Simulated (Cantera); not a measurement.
Roasting and sulfation: MgO + H2S + O2 + SO3

Charge: 1 mol MgO, 2.5 mol H2S, a varied amount of O2, 0.95 mol SO3, at 477 °C and 7.50 Torr.

Method: chemical equilibrium by Gibbs-energy minimisation in Cantera with the NASA 1993 tables (ideal gas, pure condensed phases). Candidate condensed phases: H2O, H2SO4, Mg, MgO, Mg(OH)2, MgS, MgSO4, S; 26 gas species. Gases not in the tables: S3 to S7. Rates play no part.

```json
[
 {"n(O2) (mol)": "0.61", "x SO2": "0.223", "x H2O": "0.454", "x SO3": "9.30e-11", "x O2": "<1e-12", "x S2": "0.218", "x H2S": "0.101", "n MgO(s)": "1.00", "n MgSO4(s)": "0"},
 {"n(O2) (mol)": "0.75", "x SO2": "0.246", "x H2O": "0.454", "x SO3": "1.09e-10", "x O2": "<1e-12", "x S2": "0.204", "x H2S": "0.0916", "n MgO(s)": "1.00", "n MgSO4(s)": "0"},
 {"n(O2) (mol)": "0.92", "x SO2": "0.274", "x H2O": "0.453", "x SO3": "1.31e-10", "x O2": "<1e-12", "x S2": "0.188", "x H2S": "0.0816", "n MgO(s)": "1.00", "n MgSO4(s)": "0"},
 {"n(O2) (mol)": "1.1", "x SO2": "0.302", "x H2O": "0.451", "x SO3": "1.55e-10", "x O2": "<1e-12", "x S2": "0.171", "x H2S": "0.0721", "n MgO(s)": "1.00", "n MgSO4(s)": "0"},
 {"n(O2) (mol)": "1.4", "x SO2": "0.347", "x H2O": "0.448", "x SO3": "2.00e-10", "x O2": "<1e-12", "x S2": "0.144", "x H2S": "0.0585", "n MgO(s)": "1.00", "n MgSO4(s)": "0"},
 {"n(O2) (mol)": "1.7", "x SO2": "0.390", "x H2O": "0.443", "x SO3": "2.50e-10", "x O2": "<1e-12", "x S2": "0.117", "x H2S": "0.0468", "n MgO(s)": "1.00", "n MgSO4(s)": "0"},
 {"n(O2) (mol)": "2.1", "x SO2": "0.444", "x H2O": "0.437", "x SO3": "3.31e-10", "x O2": "<1e-12", "x S2": "0.0836", "x H2S": "0.0336", "n MgO(s)": "1.00", "n MgSO4(s)": "0"},
 {"n(O2) (mol)": "2.5", "x SO2": "0.494", "x H2O": "0.430", "x SO3": "4.37e-10", "x O2": "<1e-12", "x S2": "0.0523", "x H2S": "0.0220", "n MgO(s)": "1.00", "n MgSO4(s)": "0"},
 {"n(O2) (mol)": "3.1", "x SO2": "0.562", "x H2O": "0.421", "x SO3": "8.00e-10", "x O2": "<1e-12", "x S2": "0.0101", "x H2S": "0.00590", "n MgO(s)": "1.00", "n MgSO4(s)": "0"},
 {"n(O2) (mol)": "3.8", "x SO2": "0.485", "x H2O": "0.505", "x SO3": "0.0101", "x O2": "5.06e-6", "x S2": "<1e-12", "x H2S": "<1e-12", "n MgO(s)": "0", "n MgSO4(s)": "1.00"},
 {"n(O2) (mol)": "4.7", "x SO2": "0.181", "x H2O": "0.489", "x SO3": "0.298", "x O2": "0.0318", "x S2": "<1e-12", "x H2S": "<1e-12", "n MgO(s)": "0", "n MgSO4(s)": "1.00"},
 {"n(O2) (mol)": "5.7", "x SO2": "0.0877", "x H2O": "0.423", "x SO3": "0.327", "x O2": "0.162", "x S2": "<1e-12", "x H2S": "<1e-12", "n MgO(s)": "0", "n MgSO4(s)": "1.00"},
 {"n(O2) (mol)": "7", "x SO2": "0.0559", "x H2O": "0.350", "x SO3": "0.287", "x O2": "0.308", "x S2": "<1e-12", "x H2S": "<1e-12", "n MgO(s)": "0", "n MgSO4(s)": "1.00"}
]
```
x: gas mole fraction; n: condensed amount in mol.

From 0.61 mol O2 to 3.1 mol O2 the condensed part is MgO(s). From 3.8 mol O2 to 7 mol O2 the condensed part is MgSO4(s).
